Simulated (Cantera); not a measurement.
A closed system holds: 1 mol SiCl₄, 3 mol N₂, at 0.100 bar.

Method: chemical equilibrium by Gibbs-energy minimisation in Cantera with the NASA 1993 tables (ideal gas, pure condensed phases). Candidate condensed phases: Si, Si₃N₄; 13 gas species. The tables' values for SiCl₃ are old estimates; treat these amounts as uncertain. The numbers say what is thermodynamically allowed, not how fast it happens.

x: gas mole fraction; nothing condenses.

```tsv
T (K)	x N₂	x SiCl₄	x Cl	x SiCl₃	x SiCl₂
825	0.750	0.250	2.97e-9	9.51e-9	<1e-12
975	0.750	0.250	3.18e-7	6.06e-7	4.15e-11
1125	0.750	0.250	[?]	1.34e-5	[?]
1275	0.750	0.250	0.000119	0.000146	5.58e-7
1425	0.749	0.249	0.000875	0.000975	1.50e-5
1575	0.747	0.244	[?]	0.00443	[?]
1725	0.737	0.229	0.0169	0.0146	0.00174
```

Fill in the missing entries.


- 1125, x Cl: 9.28e-6
- 1125, x SiCl₂: 8.79e-9
- 1575, x Cl: 0.00442
- 1575, x SiCl₂: 0.000210
